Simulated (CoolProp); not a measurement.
Vapour-liquid equilibrium of propylene (1) + cyclohexane (2) at 14.75 °C; x and y are mole fractions of (1).

The numbers come from the multi-fluid Helmholtz-energy mixture model, Lemmon 2013 and Zhou 2014; pair parameters Bell 2016 in CoolProp.

| x | bubble pressure (bar) | y at the bubble point | dew pressure at overall composition x (bar) | liquid density (mol/L) |
|---|---|---|---|---|
| 0.05 | 0.6301 | 0.875 | 0.08463 | 9.463 |
| 0.125 | 1.406 | 0.946 | 0.09187 | 9.698 |
| 0.2 | 2.131 | 0.966 | 0.1005 | 9.939 |
| 0.275 | 2.813 | 0.975 | 0.1108 | 10.19 |
| 0.35 | 3.459 | 0.981 | 0.1236 | 10.44 |
| 0.425 | 4.078 | 0.985 | 0.1396 | 10.70 |
| 0.5 | 4.677 | ? | 0.1604 | 10.96 |
| 0.575 | 5.262 | ? | 0.1885 | ? |
| 0.65 | 5.843 | 0.992 | 0.2286 | 11.48 |
| 0.725 | 6.428 | 0.994 | 0.2902 | 11.73 |
| 0.8 | 7.029 | 0.995 | 0.3973 | 11.97 |
| 0.875 | 7.663 | 0.997 | 0.6293 | 12.18 |
| 0.95 | 8.352 | 0.999 | 1.506 | 12.36 |

**Question.** What belongs in the gaps?

**Answer.** 
- 0.5, y at the bubble point: 0.988
- 0.575, y at the bubble point: 0.990
- 0.575, liquid density (mol/L): 11.22

No azeotrope shows between x = 0.05 and 0.95.

Pair parameters are fitted to limited data, so mixtures are less certain than the pure fluids. The gap from Raoult's law changes sign with composition, which may be real or a fault of the pair parameters; it wasn't checked against measurements.
